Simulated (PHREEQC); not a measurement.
CaCl2 is added in steps, without added water, to 1 kg of water holding 0.0047 mol/kgw KNO3, 0.00082 mol/kgw Li2CO3 and 0.14 mol/kgw MgCl2, at 25 °C. O2 is buffered at 0.21 atm. No CO2 enters from the air. Only these solids could form: Aragonite, Brucite, Portlandite, Nesquehonite.

Base run: PHREEQC, ion-association model, wateq4f.dat. Each further column changes one thing. The table gives HCO3- (mol/kgw).

| CaCl2 added (mol) | base | all activity coefficients set to 1 | Davies equation for every ion | metal-ligand complexes left out |
|---|---|---|---|---|
| 0 | 0.000254 | ? | 0.000257 | ? |
| 0.105 | 2.66e-5 | 1.11e-5 | 2.15e-5 | 3.58e-5 |
| 0.21 | 1.81e-5 | 6.89e-6 | 1.21e-5 | 2.66e-5 |
| 0.315 | 1.42e-5 | 5.09e-6 | 7.62e-6 | 2.26e-5 |
| 0.42 | 1.17e-5 | 4.07e-6 | 4.95e-6 | 2.02e-5 |
| 0.525 | 9.97e-6 | 3.41e-6 | 3.26e-6 | 1.86e-5 |
| 0.63 | 8.63e-6 | 2.95e-6 | 2.17e-6 | 1.74e-5 |
| 0.735 | 7.56e-6 | ? | 1.46e-6 | 1.65e-5 |
| 0.84 | 6.68e-6 | ? | 9.85e-7 | 1.58e-5 |

Problem. Fill in the missing entries.

Solution. 
- 0, all activity coefficients set to 1: 0.000124
- 0, metal-ligand complexes left out: 0.000696
- 0.735, all activity coefficients set to 1: 2.60e-6
- 0.84, all activity coefficients set to 1: 2.33e-6

The ionic strength passes 0.7 mol/kgw, the rough limit of the ion-association models, in part of: base; all activity coefficients set to 1; Davies equation for every ion; metal-ligand complexes left out.
